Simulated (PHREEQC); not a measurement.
A column of 0.5 m (40 cells, dispersivity 0.025 m, 3600 s a shift, diffusion coefficient 3e-10 m²/s) holds 0.041 eq of the database's cation exchanger X per kg of pore water, first in equilibrium with 0.016 mol KCl and 1e-05 mol HCl per kg of water. It is flushed with 0.027 mol LiCl, 0.003 mol ZnSO4 and 1e-05 mol HCl per kg of water, at 15 °C. Values are for the last cell. CO2 from the air is kept out. Precipitation was switched off in this run.

All values are PHREEQC results (ion-association model, phreeqc.dat), not measurements.

Task: Predict Li in solution (mol/kgw), K in solution (mol/kgw) at pore volumes = 1.512, 1.663, 1.812.

Result: 
```tsv
pore volumes	Li in solution (mol/kgw)	K in solution (mol/kgw)
1.512	0.0164	0.0154
1.663	0.0184	0.0140
1.812	0.0200	0.0126
```

Species that the database lacks are ignored.
